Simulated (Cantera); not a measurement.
Catalytic stagnation flow on Pt

A jet of 3.36 % CH4, 16.3 % O2, 80.4 % N2 at 300 K and 0.220 bar hits a platinum plate 8.7 cm away at a mass flux of 0.076 kg/m²/s; the plate temperature is set and raised in steps from an oxygen-covered start.

Model: Deutschmann's 1995 Pt surface mechanism with GRI-Mech 3.0 gas chemistry, integrated in Cantera. Catalytic surfaces can have several steady states; this one follows from the mechanism file's or the stated starting coverage.

```json
[
 {"plate T (K)": "850", "wall x CH4": "0.0259", "wall x O2": "0.146", "wall x H2O": "0.0143", "wall x OH": "<1e-8", "wall x CO": "5.99e-6", "wall x CO2": "0.00936", "θ free Pt": "0.0978", "θ O*": "0.901", "θ OH*": "0.00139"},
 {"plate T (K)": "900", "wall x CH4": "0.0190", "wall x O2": "0.132", "wall x H2O": "0.0273", "wall x OH": "2.64e-8", "wall x CO": "6.27e-6", "wall x CO2": "0.0179", "θ free Pt": "0.151", "θ O*": "0.848", "θ OH*": "0.00184"},
 {"plate T (K)": "950", "wall x CH4": "0.0128", "wall x O2": "0.118", "wall x H2O": "0.0387", "wall x OH": "7.93e-8", "wall x CO": "5.84e-6", "wall x CO2": "0.0254", "θ free Pt": "0.212", "θ O*": "0.786", "θ OH*": "0.00204"},
 {"plate T (K)": "1000", "wall x CH4": "0.00857", "wall x O2": "0.110", "wall x H2O": "0.0465", "wall x OH": "2.16e-7", "wall x CO": "5.27e-6", "wall x CO2": "0.0305", "θ free Pt": "0.276", "θ O*": "0.722", "θ OH*": "0.00204"},
 {"plate T (K)": "1050", "wall x CH4": "0.00596", "wall x O2": "0.104", "wall x H2O": "0.0512", "wall x OH": "5.14e-7", "wall x CO": "4.83e-6", "wall x CO2": "0.0336", "θ free Pt": "0.342", "θ O*": "0.657", "θ OH*": "0.00192"},
 {"plate T (K)": "1100", "wall x CH4": "0.00433", "wall x O2": "0.101", "wall x H2O": "0.0540", "wall x OH": "1.12e-6", "wall x CO": "4.58e-6", "wall x CO2": "0.0355", "θ free Pt": "0.406", "θ O*": "0.592", "θ OH*": "0.00175"},
 {"plate T (K)": "1150", "wall x CH4": "0.00288", "wall x O2": "0.0985", "wall x H2O": "0.0561", "wall x OH": "2.32e-6", "wall x CO": "6.90e-6", "wall x CO2": "0.0365", "θ free Pt": "0.469", "θ O*": "0.529", "θ OH*": "0.00158"},
 {"plate T (K)": "1200", "wall x CH4": "0.00189", "wall x O2": "0.0965", "wall x H2O": "0.0580", "wall x OH": "4.37e-6", "wall x CO": "9.00e-6", "wall x CO2": "0.0376", "θ free Pt": "0.529", "θ O*": "0.469", "θ OH*": "0.00141"}
]
```
x: mole fraction at the wall; θ: surface coverage.
